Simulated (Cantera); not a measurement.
Charge: 1 mol Fe, 0.11 mol H2S, 20 mol N2, at 320000 Pa.

Cantera equilibrium calculation (NASA polynomials, part measured and part estimated; ideal gas, pure solids and liquids). Candidate condensed phases: Fe, FeS, FeS2, S; 16 gas species. Mutual solubility and eutectic melting of coexisting phases are not modelled. FeS: taken at fixed stoichiometry. The numbers say what is thermodynamically allowed, not how fast it happens.

At 977 °C, list the 3 most abundant gas species with their mole fractions, and the condensed phases.

N2 0.995, H2 0.00544, H2S 3.02e-5. Condensed: Fe(γ) + FeS(s).
